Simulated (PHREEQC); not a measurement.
2.9 g of hydrous ferric oxide (600 m²/g; 0.2 weak and 0.005 strong sites per Fe, Dzombak-Morel constants, diffuse double layer) in 1 kg of water with 0.001 mol/kgw of an inert sodium salt, at 25 °C; the pH is set by adding NaOH or the inert anion's acid. Oxygen is held at 0.21 atm. CO2 from the air is kept out. Precipitation was switched off in this run.

Base run: PHREEQC, ion-association model, wateq4f.dat. Each further column changes one thing. The table gives surface charge σ (C/m²).

| pH | base | background salt from 0.001 to 0.0001 mol/kgw | 0.005 mol/kgw Na2SeO4 added |
|---|---|---|---|
| 3 | 0.291 | 0.280 | 0.027 |
| 4 | 0.149 | 0.123 | 0.026 |
| 5 | 0.059 | 0.036 | 0.023 |
| 5.5 | 0.035 | 0.017 | 0.021 |
| 6.5 | 0.011 | 0.004 | 0.014 |
| 7.5 | 0.003 | 0.001 | 0.006 |
| 8.5 | -0.002 | -0.001 | -0.006 |
| 9 | -0.004 | -0.002 | -0.016 |
| 10 | -0.016 | -0.008 | -0.049 |
| 11 | -0.059 | -0.049 | -0.116 |

The oxide is taken as insoluble; below pH 4 it would dissolve.
